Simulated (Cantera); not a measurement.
Cantera run:

```python
import numpy as np
import cantera as ct

gas_names = """
    H HNO HNO2 HNO3 HO2 H2 H2O H2O2 N NH NH2 NH3 NH2OH NO NO2 NO3 N2 N2H2 N2H4 N2O O OH O2 O3 Si SiH
    SiH2 SiH3 SiH4 SiN SiO SiO2 Si2 Si2N Si3
""".split()
cond_names = """
    H2O(s) H2O(L) Si(cr) Si(L) SiO2(Lqz) SiO2(hqz) SiO2(L) Si2N2O(s) Si3N4(a)
""".split()


# ... load() reads the species with a 1 bar reference pressure and builds the phases ...
atoms = {
    'Si': {'Si': 1},
    'N2O': {'N': 2, 'O': 1},
    'H2': {'H': 2},
}
top_T = {'Si2N2O(s)': 2100, 'Si3N4(a)': 2400}  # K; cautious upper limits of use, not melting points


# ... equilibrate(T, P, feed) seeds the gas with the atoms and calls Mixture.equilibrate('TP', solver="vcs", rtol=1e-11, max_steps=5000) ...
results = []
T = 1525  # K
P = 150  # Pa
for m in [1.9, 3.9, 5.8, 7.8, 9.7, 12, 14, 16, 18, 19]:
    feed = {'Si': 1, 'N2O': 1.8, 'H2': m}  # mol
    mix = equilibrate(T, P, feed)
    results.append((T, P, feed, dict(zip(mix.species_names, mix.species_moles))))

top = {s: max(r[3][s] / sum(r[3][g] for g in gas_names) for r in results) for s in gas_names}
cols = sorted((s for s in top if top[s] > 0.0001), key=lambda s: -top[s])[:8]
seen = [c for c in cond_names if any(r[3].get(c, 0) > 1e-12 for r in results)]
print("log10 of partial pressures in bar; condensed amounts in mol")
print(f"{'n(H2)':>10s}" + "".join(f"{s[:9]:>10s}" for s in cols + seen))
for T, P, feed, n in results:
    ng = sum(n[g] for g in gas_names)
    print(f"{feed['H2']:10.4g}" + "".join(f"{np.log10(max(n[s] / ng * P / 1e5, 1e-99)):10.3f}" for s in cols)
          + "".join(f"{n.get(c, 0):10.4g}" for c in seen))
```

Output:

```
log10 of partial pressures in bar; condensed amounts in mol
     n(H2)        H2        N2       SiO         H       H2O SiO2(hqz) Si2N2O(s)
       1.9    -3.125    -3.154    -4.315    -6.188    -7.267    0.8257   0.02587
       3.9    -3.004    -3.340    -4.293    -6.128    -7.168    0.7997         0
       5.8    -2.953    -3.461    -4.414    -6.103    -6.996    0.7995         0
       7.8    -2.923    -3.560    -4.512    -6.088    -6.868    0.7991         0
       9.7    -2.906    -3.637    -4.588    -6.079    -6.775    0.7987         0
        12    -2.891    -3.715    -4.665    -6.072    -6.683    0.7981         0
        14    -2.882    -3.773    -4.722    -6.067    -6.618    0.7974         0
        16    -2.875    -3.824    -4.771    -6.064    -6.561    0.7967         0
        18    -2.870    -3.870    -4.815    -6.061    -6.512    0.7959         0
        19    -2.868    -3.891    -4.836    -6.060    -6.490    0.7955         0
```

Cantera equilibrium calculation (NASA polynomials, part measured and part estimated; ideal gas, pure solids and liquids). Mutual solubility and eutectic melting of coexisting phases are not modelled. The tables hold silica as quartz up to 1696 K and as liquid above; real silica turns to tridymite and cristobalite and melts near 1996 K.
